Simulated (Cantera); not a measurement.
A perfectly stirred reactor is fed with CO : H2 : CH4 : O2 : N2 : H2O = 1 : 0.059 : 0.053 : 0.424 : 1.36 : 0.85 (molar parts), equivalence ratio 1.5, at 2.50 bar; it is adiabatic with a 500 K inlet, and is followed from long to short residence time, starting on the burning branch (τ in s: 0.073, 0.033, 0.015, 0.0066, 0.0029, 0.0013, 0.00059, 0.00026, 0.00012, 5.2e-05).

Model: GRI-Mech 3.0 (53 species, 325 reactions), integrated in Cantera.

Question: Predict: blow-out, bracketed by the residence times tried; x(CO) at τ = 73.0 ms; x(H2) at τ = 73.0 ms; x(CH4) at τ = 73.0 ms; x(N2O) at τ = 73.0 ms; x(CH2O) at τ = 73.0 ms; x(CO) at τ = 1.30 ms; x(H2) at τ = 1.30 ms; x(CH4) at τ = 1.30 ms; x(N2O) at τ = 1.30 ms; x(CH2O) at τ = 1.30 ms.

Answer: 
```json
{
 "blow_out_bracketed_by_the_residence_times_tried": "burning at 52.0 µs, the shortest tried",
 "x(CO) at τ = 73.0 ms": "0.0978",
 "x(H2) at τ = 73.0 ms": "0.0259",
 "x(CH4) at τ = 73.0 ms": "3.42e-6",
 "x(N2O) at τ = 73.0 ms": "8.20e-9",
 "x(CH2O) at τ = 73.0 ms": "1.86e-7",
 "x(CO) at τ = 1.30 ms": "0.101",
 "x(H2) at τ = 1.30 ms": "0.0268",
 "x(CH4) at τ = 1.30 ms": "1.57e-5",
 "x(N2O) at τ = 1.30 ms": "3.92e-8",
 "x(CH2O) at τ = 1.30 ms": "1.64e-6"
}
```
